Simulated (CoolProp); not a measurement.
Oxygen along the isotherm 158.3 K: Z from the reference equation and from simpler models built on Tc = 154.6 K, pc = 5.046 MPa, ω = 0.022; each cubic takes its own stable root.

Computed with CoolProp (reference Helmholtz-energy equation of state, Schmidt 1985).

```csv
p (MPa),phase,reference
0.473,gas,0.9703
0.946,gas,0.9393
1.42,gas,0.9067
1.89,gas,0.8726
2.37,gas,0.8355
2.84,gas,0.7966
3.31,gas,0.7544
3.78,gas,0.7078
4.26,gas,0.6538
4.73,gas,0.5910
5.2,supercritical,0.5092
5.68,supercritical,0.3655
6.15,supercritical,0.2680
6.62,supercritical,0.2628
7.1,supercritical,0.2679
7.57,supercritical,0.2760
```

Task: How far does each simpler model (van der Waals, Peng-Robinson) lie from the reference over these 16 states: mean and median of the absolute difference, and the worst?

Result: 
- van der Waals: mean 8.8 %, median 2.9 %, worst +30.2 % at 158.3 K and 7.57 MPa
- Peng-Robinson: mean 3.0 %, median 2.9 %, worst +6.6 % at 158.3 K and 6.15 MPa
